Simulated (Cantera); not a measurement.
Cantera run:

```python
import numpy as np
import cantera as ct

gas_names = """
    O2 Br2
""".split()
cond_names = """
    Ca(b) CaBr2(s) CaO(s)
""".split()


def load(file, names, dense=False):
    # The tables refer to 1 bar. Condensed volumes are neglected.
    table = {s.name: s for s in ct.Species.list_from_file(file)}
    out = []
    for n in names:
        d = dict(table[n].input_data)
        d["thermo"] = dict(d["thermo"], **{"reference-pressure": 1e5})
        if dense:
            d["equation-of-state"] = {"model": "constant-volume", "density": "1e6 g/cm^3"}
        out.append(ct.Species.from_dict(d))
    return out


species = {s.name: s for s in load("nasa_gas.yaml", gas_names) + load("nasa_condensed.yaml", cond_names)}
T = 875
g = {n: (s.thermo.h(T) - T * s.thermo.s(T)) / (ct.gas_constant * T * np.log(10)) for n, s in species.items()}
valid = cond_names  # the entries whose range holds T


def stable(la, lb):
    # potentials (over RT ln 10) of the two non-metals from log10 p(O2) and log10 p(Br2) in bar
    mu = {}
    mu["O"] = (g["O2"] + la) / 2
    mu["Br"] = (g["Br2"] + lb) / 2
    cost = {}
    for n in valid:
        c = species[n].composition
        cost[n] = (g[n] - sum(c.get(e, 0) * m for e, m in mu.items())) / c["Ca"]
    return min(cost, key=cost.get)


results = []
for lb in [1, -0.5, -2, -3.5, -5, -6.5, -8, -9.5, -11, -12.5, -14, -15.5, -17, -18.5, -20]:
    row = [stable(la, lb) for la in [-41, -37.8, -34.5, -31.3, -28.1, -24.8, -21.6, -18.4, -15.2, -11.9, -8.7, -5.5, -2.2, 1]]
    results.append(row)
    print(f"{lb:6.1f}  " + " ".join(f"{valid.index(n):x}" for n in row))
print("key: " + ", ".join(f"{i:x} {n}" for i, n in enumerate(valid)))
```

Result:

```
   1.0  1 1 1 1 1 1 1 1 1 1 1 1 1 1
  -0.5  1 1 1 1 1 1 1 1 1 1 1 1 1 1
  -2.0  1 1 1 1 1 1 1 1 1 1 1 1 1 2
  -3.5  1 1 1 1 1 1 1 1 1 1 1 1 2 2
  -5.0  1 1 1 1 1 1 1 1 1 1 1 2 2 2
  -6.5  1 1 1 1 1 1 1 1 1 1 1 2 2 2
  -8.0  1 1 1 1 1 1 1 1 1 1 2 2 2 2
  -9.5  1 1 1 1 1 1 1 1 1 2 2 2 2 2
 -11.0  1 1 1 1 1 1 1 1 2 2 2 2 2 2
 -12.5  1 1 1 1 1 1 1 2 2 2 2 2 2 2
 -14.0  1 1 1 1 1 1 2 2 2 2 2 2 2 2
 -15.5  1 1 1 1 1 2 2 2 2 2 2 2 2 2
 -17.0  1 1 1 1 2 2 2 2 2 2 2 2 2 2
 -18.5  1 1 1 2 2 2 2 2 2 2 2 2 2 2
 -20.0  1 1 2 2 2 2 2 2 2 2 2 2 2 2
key: 0 Ca(b), 1 CaBr2(s), 2 CaO(s)
```

Source: NASA polynomial tables (part measured, part estimated), evaluated in Cantera. Not in the tables: oxide halides.
